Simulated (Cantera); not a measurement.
A perfectly stirred reactor is fed with H2 : O2 : N2 = 0.31 : 1 : 1.1 (molar parts), at 0.424 atm; it is held at 1350 K, and followed from long to short residence time.

Detailed kinetics in Cantera: the H2/O2 subset of GRI-Mech 3.0, which has no nitrogen chemistry. The temperature is held fixed by assumption; the heat of reaction is taken as removed at once.

### Question
Predict: x(H2) at τ = 2.10 s; x(O2) at τ = 2.10 s; x(OH) at τ = 2.10 s; x(H) at τ = 2.10 s; x(H2O2) at τ = 2.10 s; x(H2) at τ = 10.0 ms; x(O2) at τ = 10.0 ms; x(OH) at τ = 10.0 ms; x(H) at τ = 10.0 ms; x(H2O2) at τ = 10.0 ms.

### Answer
```json
{
 "x(H2) at τ = 2.10 s": "2.63e-5",
 "x(O2) at τ = 2.10 s": "0.375",
 "x(OH) at τ = 2.10 s": "0.000246",
 "x(H) at τ = 2.10 s": "5.91e-7",
 "x(H2O2) at τ = 2.10 s": "1.31e-7",
 "x(H2) at τ = 10.0 ms": "0.000821",
 "x(O2) at τ = 10.0 ms": "0.374",
 "x(OH) at τ = 10.0 ms": "0.00148",
 "x(H) at τ = 10.0 ms": "0.000130",
 "x(H2O2) at τ = 10.0 ms": "1.20e-6"
}
```
